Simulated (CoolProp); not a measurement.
Values from CoolProp's reference Helmholtz-energy equation of state, Zhou 2012.

Problem. Give the vapour pressure (kPa), enthalpy of vaporisation (kJ/kg), vapour Z, surface tension (mN/m) of saturated ethylbenzene at 528.6 K.

Solution. 
```csv
T (K),p (kPa),enthalpy of vaporisation (kJ/kg),vapour Z,surface tension (mN/m)
528.6,1110,242,0.771,5.97
```

Surface tension comes from a separate correlation (Mulero 2014).
